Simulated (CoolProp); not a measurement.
o-xylene at several states: density (kg/m³) from the reference equation and from simpler models built on Tc = 630.3 K, pc = 3.737 MPa, ω = 0.312; each cubic takes its own stable root.

Values from CoolProp's reference Helmholtz-energy equation of state, Zhou 2012.

```json
[
 {"T (K)": "283.9", "p (MPa)": "0.0552", "phase": "liquid", "reference": "888.0"},
 {"T (K)": "376.6", "p (MPa)": "1.05", "phase": "liquid", "reference": "809.0"},
 {"T (K)": "592.5", "p (MPa)": "0.0349", "phase": "gas", "reference": "0.7554"},
 {"T (K)": "260.6", "p (MPa)": "0.705", "phase": "liquid", "reference": "907.9"}
]
```

**Question.** How far does each simpler model (van der Waals, Redlich-Kwong, Soave-Redlich-Kwong, Peng-Robinson) lie from the reference over these 4 states: mean and median of the absolute difference, and the worst?

**Answer.** 
- van der Waals: mean 31.8 %, median 42.3 %, worst -42.7 % at 260.6 K and 0.705 MPa
- Redlich-Kwong: mean 11.0 %, median 14.6 %, worst -14.7 % at 260.6 K and 0.705 MPa
- Soave-Redlich-Kwong: mean 9.3 %, median 12.0 %, worst -13.2 % at 260.6 K and 0.705 MPa
- Peng-Robinson: mean 1.2 %, median 1.0 %, worst -2.6 % at 260.6 K and 0.705 MPa
